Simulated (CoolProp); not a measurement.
Properties of carbon dioxide along the isotherm 33.75 °C.

Values from CoolProp's reference Helmholtz-energy equation of state, Span 1996.

```tsv
p (MPa)	phase	density (kg/m³)	cv (kJ/(kg K))	viscosity (µPa s)	conductivity (mW/(m K))
0.233	gas	4.062	0.6691	15.3	17.4
0.352	gas	6.170	0.6718	15.4	17.4
0.531	gas	9.387	0.6758	15.4	17.6
0.801	gas	14.35	0.6820	15.4	17.7
1.21	gas	22.12	0.6919	15.5	18.0
1.82	gas	34.38	0.7075	15.6	18.5
2.75	gas	54.92	0.7342	15.8	19.4
4.15	gas	91.74	0.7841	16.3	21.4
6.26	gas	175.4	0.9125	18.1	29.1
9.44	supercritical	708.4	0.9976	57.3	77.6
14.2	supercritical	813.1	0.9314	74.1	90.0
21.5	supercritical	883.4	0.9163	88.7	102
32.4	supercritical	945.2	0.9143	105	115
48.9	supercritical	1006	0.9190	124	130
73.8	supercritical	1068	0.9294	150	148
```

Viscosity comes from a separate model (Laesecke 2017). Thermal conductivity comes from a separate model (Huber 2016).
